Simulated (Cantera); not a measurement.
# Formation from one mole of O₂

Standard-state values (1 bar) from the NASA 1993 polynomials, evaluated with Cantera. Values are per mole of reaction as written; species without (g) are pure solids or liquids, kept so even where they would boil at 1 bar.

4 Al + O₂(g) = 2 Al₂O(g)

```json
[
 {"T (K)": "350", "ΔH° (kJ)": "-291.5", "ΔS° (J/K)": "182.7", "ΔG° (kJ)": "-355.5", "log10 K": "53.05"},
 {"T (K)": "400", "ΔH° (kJ)": "-292.7", "ΔS° (J/K)": "179.6", "ΔG° (kJ)": "-364.5", "log10 K": "47.60"},
 {"T (K)": "450", "ΔH° (kJ)": "-293.9", "ΔS° (J/K)": "176.8", "ΔG° (kJ)": "-373.5", "log10 K": "43.35"},
 {"T (K)": "500", "ΔH° (kJ)": "-295.1", "ΔS° (J/K)": "174.2", "ΔG° (kJ)": "-382.2", "log10 K": "39.93"},
 {"T (K)": "550", "ΔH° (kJ)": "-296.4", "ΔS° (J/K)": "171.8", "ΔG° (kJ)": "-390.9", "log10 K": "37.12"}
]
```

1.333 Ti + O₂(g) = 0.6667 Ti₂O₃

```csv
T (K),ΔH° (kJ),ΔS° (J/K),ΔG° (kJ),log10 K
350,-1013.7,-193.9,-945.8,141.16
400,-1013.3,-192.7,-936.2,122.25
450,-1012.4,-190.6,-926.6,107.55
500,-1010.6,-186.8,-917.2,95.81
550,-1009.6,-184.9,-907.9,86.22
```

2 Si + O₂(g) = 2 SiO(g)

```json
[
 {"T (K)": "350", "ΔH° (kJ)": "-201.4", "ΔS° (J/K)": "178.7", "ΔG° (kJ)": "-263.9", "log10 K": "39.39"},
 {"T (K)": "400", "ΔH° (kJ)": "-202.0", "ΔS° (J/K)": "177.2", "ΔG° (kJ)": "-272.8", "log10 K": "35.63"},
 {"T (K)": "450", "ΔH° (kJ)": "-202.6", "ΔS° (J/K)": "175.7", "ΔG° (kJ)": "-281.6", "log10 K": "32.69"},
 {"T (K)": "500", "ΔH° (kJ)": "-203.3", "ΔS° (J/K)": "174.3", "ΔG° (kJ)": "-290.4", "log10 K": "30.34"},
 {"T (K)": "550", "ΔH° (kJ)": "-204.0", "ΔS° (J/K)": "172.9", "ΔG° (kJ)": "-299.1", "log10 K": "28.40"}
]
```

Zr + O₂(g) = ZrO₂(g)

| T (K) | ΔH° (kJ) | ΔS° (J/K) | ΔG° (kJ) | log10 K |
|---|---|---|---|---|
| 350 | -286.6 | 28.5 | -296.6 | 44.26 |
| 400 | -287.0 | 27.5 | -298.0 | 38.91 |
| 450 | -287.3 | 26.8 | -299.3 | 34.74 |
| 500 | -287.6 | 26.1 | -300.6 | 31.41 |
| 550 | -287.9 | 25.6 | -301.9 | 28.67 |
